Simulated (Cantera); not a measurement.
An adiabatic, constant-pressure homogeneous reactor starts with 1.94 % C₃H₈, 20.5 % O₂, 77.5 % N₂, at 1775 K and 5.00 bar.

Model: GRI-Mech 3.0 (53 species, 325 reactions), integrated in Cantera. GRI-Mech 3.0 was tuned for natural gas; its chemistry of propane as a main component is partial and can be far from experiment.

Problem. Predict: time of steepest temperature rise; temperature at 2.00 s; equilibrium temperature; x(O₂) at 2.00 s.

Solution. 
```json
{
 "time_of_steepest_temperature_rise": "4.02 µs",
 "temperature at 2.00 s": "2622 K",
 "equilibrium_temperature": "2622 K",
 "x(O₂) at 2.00 s": "0.0954 (gas-phase equilibrium 0.0954)"
}
```
